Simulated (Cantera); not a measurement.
Charge: 1 mol CS2, 0.06 mol SO2, 15 mol H2, equilibrated at 40.0 bar.

Equilibrium computed with Cantera from the NASA thermochemical tables; the gas is ideal and each condensed phase is pure. Candidate condensed phases: C, C6H6, C7H8, C8H18, H2O, H2SO4, S; 123 gas species. The ideal-gas law is rough above about 30 bar. Kinetics and transport are ignored. All values below are at 2223 K.

Base state: H2 0.860, H2S 0.0983, CS2 0.0110, CO 0.00779, CH4 0.00741, SH 0.00546, CS 0.00317, S2 0.00279 (mole fractions); condensed: C(graphite).

**Question.** What changes in the equilibrium state with this change: pressure from 40.0 bar to 1.80 mbar?

**Answer.** 
| species | before | after |
|---|---|---|
| H2 | 0.860 | 0.761 |
| H | 0.000939 | 0.132 |
| CS | 0.00317 | 0.0467 |
| H2S | 0.0983 | 0.00117 |
| S | 9.89e-5 | 0.0295 |
| CS2 | 0.0110 | 0.00217 |
| S2 | 0.00279 | 0.0112 |
| SH | 0.00546 | 0.0103 |
| CH4 | 0.00741 | 1.29e-8 |
| C2H4 | 0.000189 | <1e-9 |
| CH3 | 0.000154 | 4.25e-8 |
| H2O | 1.42e-5 | 9.78e-9 |
| C2H2 (acetylene) | 0.00250 | 5.38e-6 |
| C(graphite), mol | 0.465 | 0 |
